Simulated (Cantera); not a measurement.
**Ignition delay**

Mixture: 10.1 % CH4, 18.9 % O2, 71.0 % N2, equivalence ratio 1.1, at 3750 Torr, adiabatic and at constant volume. Ignition delay is the time to a rise of 400 K.

Computed with Cantera and GRI-Mech 3.0 (53 species, 325 reactions).

| T0 (K) | delay (ms) |
|---|---|
| 1223 | 7.30 |
| 1298 | 2.90 |
| 1373 | 1.22 |
| 1448 | 0.545 |
| 1523 | 0.256 |
| 1598 | 0.127 |

```yaml
apparent activation energy between 1448 and 1598 K: 190 kJ/mol
```
